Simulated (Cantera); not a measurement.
Feed: 1 mol SrCl₂, 1.8 mol H₂, held at 0.133 bar.

These are equilibrium values from Cantera (NASA tables, ideal gas, pure condensed phases), not measurements of a reactor. Candidate condensed phases: Sr, SrCl₂; 8 gas species. Rates play no part.

x: gas mole fraction; n: condensed amount in mol.

```
T (°C)   x H₂  x SrCl₂     x HCl    x SrCl       x H      x Sr      x Cl  n SrCl₂(s)  n SrCl₂(l)
------  -----  -------  --------  --------  --------  --------  --------  ----------  ----------
425      1.00   <1e-12    <1e-12    <1e-12    <1e-12    <1e-12    <1e-12        1.00           0
525      1.00   <1e-12    <1e-12    <1e-12  7.30e-12    <1e-12    <1e-12        1.00           0
625      1.00        …  7.85e-11  4.56e-12  3.00e-10  3.68e-11    <1e-12        1.00           0
725      1.00        …   2.72e-9  3.67e-10   5.89e-9   1.17e-9    <1e-12        1.00           0
825     1.000        …   4.83e-8   1.20e-8   6.77e-8   1.82e-8    <1e-12       1.000           0
925     1.000        …   5.20e-7   1.95e-7   5.21e-7   1.63e-7    <1e-12           0       1.000
1025    1.000        …   3.82e-6   1.89e-6   2.93e-6   9.66e-7  9.46e-12           0       1.000
1125    0.999        …   2.12e-5   1.27e-5   1.30e-5   4.25e-6  2.27e-10           0       0.999
1225    0.997        …   9.39e-5   6.43e-5   4.70e-5   1.48e-5   3.57e-9           0       0.994
```

Task: Some entries are withheld; supply them.

Result: 
- 625, x SrCl₂: 1.53e-10
- 725, x SrCl₂: 1.41e-8
- 825, x SrCl₂: 5.06e-7
- 925, x SrCl₂: 8.75e-6
- 1025, x SrCl₂: 8.81e-5
- 1125, x SrCl₂: 0.000618
- 1225, x SrCl₂: 0.00325
